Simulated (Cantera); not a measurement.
A perfectly stirred reactor is fed with NH3 : H2 = 1 : 0.1 (molar parts), at 1.00 bar; it is held at 2125 K, and followed from long to short residence time.

Cantera simulation using the gas-phase N/H chemistry of the illustrative SiF4/NH3 mechanism in the Surface Chemkin manual (1991); the numbers are that mechanism's predictions, not measurements. Walls and surfaces, which speed up NH3 decomposition in real reactors, are not modelled.

Problem. What does this change do: temperature 2125 to 1400 K?

Solution. 
| quantity | before | after |
|---|---|---|
| x(NH3) at τ = 9.10 s | 0.00190 | 0.873 |
| x(H2) at τ = 9.10 s | 0.758 | 0.117 |
| x(N) at τ = 9.10 s | 7.44e-7 | 1.55e-10 |
| x(NH) at τ = 9.10 s | 2.56e-6 | 1.44e-8 |
| x(NH2) at τ = 9.10 s | 2.31e-5 | 1.42e-5 |
| x(NH3) at τ = 76.0 ms | 0.0833 | 0.909 |
| x(H2) at τ = 76.0 ms | 0.699 | 0.0911 |
| x(N) at τ = 76.0 ms | 1.98e-6 | 1.38e-10 |
| x(NH) at τ = 76.0 ms | 1.75e-5 | 1.38e-8 |
| x(NH2) at τ = 76.0 ms | 0.000405 | 1.43e-5 |

Problem. What does this change do: temperature 2125 to 2175 K?

Solution. 
```json
[
 {"quantity": "x(NH3) at τ = 9.10 s", "before": "0.00190", "after": "0.00120"},
 {"quantity": "x(H2) at τ = 9.10 s", "before": "0.758", "after": "0.757"},
 {"quantity": "x(N) at τ = 9.10 s", "before": "7.44e-7", "after": "9.89e-7"},
 {"quantity": "x(NH) at τ = 9.10 s", "before": "2.56e-6", "after": "2.85e-6"},
 {"quantity": "x(NH2) at τ = 9.10 s", "before": "2.31e-5", "after": "2.02e-5"},
 {"quantity": "x(NH3) at τ = 76.0 ms", "before": "0.0833", "after": "0.0528"},
 {"quantity": "x(H2) at τ = 76.0 ms", "before": "0.699", "after": "0.721"},
 {"quantity": "x(N) at τ = 76.0 ms", "before": "1.98e-6", "after": "2.90e-6"},
 {"quantity": "x(NH) at τ = 76.0 ms", "before": "1.75e-5", "after": "2.08e-5"},
 {"quantity": "x(NH2) at τ = 76.0 ms", "before": "0.000405", "after": "0.000366"}
]
```
